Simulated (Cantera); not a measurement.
A Cantera script and what it prints.

```python
import numpy as np
import cantera as ct

gas_names = """
    H HO2 H2 H2O H2O2 O OH O2 O3 V VO VO2
""".split()
cond_names = """
    H2O(s) H2O(L) V(cr) V(L) VO(s) VO(L) V2O3(s) V2O3(L) V2O4(I) V2O4(II) V2O4(L) V2O5(s) V2O5(L)
""".split()


def load(file, names, dense=False):
    # The tables refer to 1 bar. Condensed volumes are neglected.
    table = {s.name: s for s in ct.Species.list_from_file(file)}
    out = []
    for n in names:
        d = dict(table[n].input_data)
        d["thermo"] = dict(d["thermo"], **{"reference-pressure": 1e5})
        if dense:
            d["equation-of-state"] = {"model": "constant-volume", "density": "1e6 g/cm^3"}
        out.append(ct.Species.from_dict(d))
    return out


gas = ct.Solution(thermo="ideal-gas", species=load("nasa_gas.yaml", gas_names))
cond = {s.name: ct.Solution(thermo="fixed-stoichiometry", species=[s], name=s.name)
        for s in load("nasa_condensed.yaml", cond_names, dense=True)}
atoms = {
    'V2O5': {'V': 2, 'O': 5},
    'H2': {'H': 2},
    'H2O': {'H': 2, 'O': 1},
}
top_T = {}  # K; cautious upper limits of use, not melting points


def equilibrate(T, P, feed):
    n = {}
    for name, mol in feed.items():
        for a, k in atoms[name].items():
            n[a] = n.get(a, 0.0) + k * mol
    gas.TPX = T, P, n
    mass = sum(n.values()) * gas.mean_molecular_weight
    gas.equilibrate("TP")
    valid = [c for c in cond.values() if c.min_temp <= T <= top_T.get(c.name, c.max_temp)]
    mix = ct.Mixture([(gas, mass / gas.mean_molecular_weight)] + [(c, 0.0) for c in valid])
    mix.T, mix.P = T, P
    mix.equilibrate("TP", solver="vcs", rtol=1e-11, max_steps=5000)
    return mix


results = []
feed = {'V2O5': 1, 'H2': 1.5, 'H2O': 0.59}  # mol
T = 1525  # K
P = 440  # Pa
mix = equilibrate(T, P, feed)
results.append((T, P, feed, dict(zip(mix.species_names, mix.species_moles))))
print(gas.report(threshold=1e-06))
for i in range(1, mix.n_phases):
    print(f"{mix.phase(i).name:16s} {mix.phase_moles(i):12.5e} mol")
```

Result:

```
       temperature   1525 K
          pressure   440 Pa
           density   0.00062253 kg/m^3
  mean mol. weight   17.94 kg/kmol
   phase of matter   gas

                          1 kg             1 kmol
                     ---------------   ---------------
          enthalpy       -1.0658e+07       -1.9121e+08  J
   internal energy       -1.1365e+07       -2.0388e+08  J
           entropy             16528        2.9651e+05  J/K
    Gibbs function       -3.5864e+07       -6.4339e+08  J
 heat capacity c_p            2648.4             47510  J/K
 heat capacity c_v            2184.9             39196  J/K

                      mass frac. Y      mole frac. X     chem. pot. / RT
                     ---------------   ---------------   ---------------
                 H        1.4021e-06        2.4954e-05           -14.698
                H2        0.00055019         0.0048959           -29.397
               H2O             0.999           0.99482            -50.85
                OH        0.00014914        0.00015731           -36.152
                O2        0.00011564        6.4833e-05           -42.907
               VO2        0.00017889        3.8693e-05           -70.875
     [   +6 minor]         6.146e-07        6.8818e-07

V(cr)             0.00000e+00 mol
VO(s)             0.00000e+00 mol
V2O3(s)           4.90176e-01 mol
V2O4(II)          5.09783e-01 mol
V2O5(L)           0.00000e+00 mol
```

These are equilibrium values from Cantera (NASA tables, ideal gas, pure condensed phases), not measurements of a reactor. Mutual solubility and eutectic melting of coexisting phases are not modelled. Condensed phases not in the tables: the oxides between V2O3 and V2O5 other than VO2.
